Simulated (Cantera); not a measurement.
Input: 1 mol PbO, 4.4 mol H2, at 4200 Pa.

Cantera equilibrium calculation (NASA polynomials, part measured and part estimated; ideal gas, pure solids and liquids). Candidate condensed phases: H2O, Pb, PbO, PbO2, Pb3O4; 12 gas species. The numbers say what is thermodynamically allowed, not how fast it happens.

Task: Which condensed phases are stable at each of these points (T (K)): 498, 573, 648, 723, 798, 873, 948, 1023, 1098, 1173, 1248, 1323, 1398?

Result: 
| T (K) | condensed phases | Pb condensed (%) |
|---|---|---|
| 498 | Pb(s) | 100.0 |
| 573 | Pb(s) | 100.0 |
| 648 | Pb(l) | 100.0 |
| 723 | Pb(l) | 100.0 |
| 798 | Pb(l) | 100.0 |
| 873 | Pb(l) | 100.0 |
| 948 | Pb(l) | 99.9 |
| 1023 | Pb(l) | 99.7 |
| 1098 | Pb(l) | 98.8 |
| 1173 | Pb(l) | 95.5 |
| 1248 | Pb(l) | 85.9 |
| 1323 | Pb(l) | 59.8 |
| 1398 | gas only | 0.0 |

From 498 K to 573 K the condensed part is Pb(s). From 648 K to 1323 K the condensed part is Pb(l). At 1398 K nothing is condensed.
